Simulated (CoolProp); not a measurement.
Saturation properties of hydrogen chloride.

Model: reference Helmholtz-energy equation of state, Thol 2018, in CoolProp.

| T (K) | p (MPa) | vapour density (kg/m³) | liquid cp (kJ/(kg K)) |
|---|---|---|---|
| 224.2 | 0.5487 | 11.81 | 1.715 |
| 232.8 | 0.7563 | … | 1.743 |
| 241.4 | 1.018 | 21.41 | 1.778 |
| 249.9 | … | 28.04 | 1.823 |
| 258.5 | 1.731 | 36.41 | 1.882 |
| 267 | 2.198 | … | 1.960 |
| 275.6 | 2.759 | 59.74 | 2.067 |
| 284.1 | … | 76.05 | 2.219 |
| 292.7 | … | 97.40 | 2.457 |
| 301.3 | 5.081 | … | 2.875 |

**Question.** Fill in the missing entries.

**Answer.** 
- 232.8, vapour density (kg/m³): 16.05
- 249.9, p (MPa): 1.337
- 267, vapour density (kg/m³): 46.70
- 284.1, p (MPa): 3.412
- 292.7, p (MPa): 4.184
- 301.3, vapour density (kg/m³): 126.1

It boils at 188.2 K under 1 atm.
